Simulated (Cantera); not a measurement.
Charge: 1 mol Cu, 0.32 mol F2, 0.59 mol N2, held at 1225 K and 11.0 Pa.

Cantera equilibrium calculation (NASA polynomials, part measured and part estimated; ideal gas, pure solids and liquids). Candidate condensed phases: Cu, CuF2; 11 gas species. Equilibrium is a limit: real reactors are often held back by kinetics, nucleation or transport.

Base state: CuF 0.504, N2 0.485, CuF2 0.0111, Cu 0.000220 (mole fractions); condensed: Cu(s).

### Question
What changes in the equilibrium state with this change: temperature from 1225 K to 1348.15 K?

### Answer
| species | before | after |
|---|---|---|
| CuF | 0.504 | 0.516 |
| N2 | 0.485 | 0.478 |
| Cu | 0.000220 | 0.00427 |
| CuF2 | 0.0111 | 0.00145 |
| Cu(s), mol | 0.373 | 0.357 |

### Question
What changes in the equilibrium state with this change: temperature from 1225 K to 1275 K?

### Answer
```
species       before     after
----------  --------  --------
CuF            0.504     0.513
N2             0.485     0.482
CuF2          0.0111   0.00470
Cu          0.000220  0.000787
Cu(s), mol     0.373     0.365
```
